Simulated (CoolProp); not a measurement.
Properties of hexamethyldisiloxane (MM) along the isobar 393 kPa (Tc = 245.6 °C, pc = 1931 kPa, ω = 0.418).

Values from CoolProp's reference Helmholtz-energy equation of state, Thol 2016.

```csv
T (°C),phase,cp (kJ/(kg K)),cv (kJ/(kg K)),speed of sound (m/s),expansivity (1/kK),fugacity coefficient
12.05,liquid,1.866,1.512,923.8,1.341,0.007301
43.55,liquid,1.948,1.588,813.5,1.453,0.03453
75.15,liquid,2.037,1.668,706.5,1.612,0.1148
106.75,liquid,2.133,1.748,600.9,1.850,0.2934
138.25,liquid,2.240,1.829,493.8,2.240,0.6145
169.85,gas,1.966,1.859,131.2,3.858,0.8748
201.35,gas,2.013,1.924,141.4,3.120,0.9018
232.95,gas,2.069,1.991,149.9,2.674,0.9216
264.55,gas,2.129,2.057,157.3,2.369,0.9367
296.05,gas,2.189,2.121,164.0,2.143,0.9485
327.65,gas,2.249,2.184,170.2,1.965,0.9579
```
